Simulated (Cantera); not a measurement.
**BF₃ + H₂O + N₂ (boron, boron nitride and boron oxide)**

Feed: 1 mol BF₃, 1.7 mol H₂O, 0.13 mol N₂, equilibrated at 1150 K.

Method: chemical equilibrium by Gibbs-energy minimisation in Cantera with the NASA 1993 tables (ideal gas, pure condensed phases). Candidate condensed phases: B, BN, B₂O₃, B₃O₃H₃, H₂O; 62 gas species. Gases not in the tables: H₃BO₃. The numbers say what is thermodynamically allowed, not how fast it happens.

```csv
P (Pa),x HF,x H₂O,x BF₃,x BOF,x N₂,x B₃O₃F₃,x HBO₂,n B₂O₃(l)
10,0.512,0.215,0.0526,0.159,0.0367,0.00660,0.0183,0.0588
37,0.525,0.246,0.0895,0.0791,0.0393,0.0112,0.0102,0.148
140,0.498,0.283,0.121,0.0361,0.0409,0.0152,0.00561,0.168
520,0.454,0.319,0.147,0.0160,0.0419,0.0184,0.00309,0.155
1900,0.404,0.354,0.169,0.00709,0.0426,0.0212,0.00170,0.129
7200,0.351,0.387,0.190,0.00303,0.0432,0.0238,0.000915,0.0961
27000,0.302,0.416,0.208,0.00129,0.0436,0.0261,0.000490,0.0611
100000,0.256,0.442,0.225,0.000555,0.0440,0.0282,0.000262,0.0234
```
x: gas mole fraction; n: condensed amount in mol.

From 10.0 Pa to 100000 Pa the condensed part is B₂O₃(l). The share of B in condensed phases is highest at 140 Pa (33.7 %) and lowest at 100000 Pa (4.7 %).
